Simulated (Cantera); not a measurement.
Input: 1 mol Ta2O5, 3.9 mol H2, held at 0.0170 bar.

Equilibrium computed with Cantera from the NASA thermochemical tables; the gas is ideal and each condensed phase is pure. Candidate condensed phases: H2O, Ta, Ta2O5; 12 gas species. Mutual solubility and eutectic melting of coexisting phases are not modelled. Condensed phases not in the tables: N, O or C dissolved in the metal. Rates play no part. All values below are at 1402 °C.

Base state: H2 0.999, H 0.000890, H2O 0.000329 (mole fractions); condensed: Ta(s) + Ta2O5(s).

Task: What changes in the equilibrium state with this change: pressure from 0.0170 bar to 0.00140 bar?

Result: 
```json
[
 {"species": "H2", "before": "0.999", "after": "0.997"},
 {"species": "H", "before": "0.000890", "after": "0.00310"},
 {"species": "H2O", "before": "0.000329", "after": "0.000328"},
 {"species": "Ta(s), mol", "before": "0.000513", "after": "0.000512"},
 {"species": "Ta2O5(s), mol", "before": "1.000", "after": "1.000"}
]
```
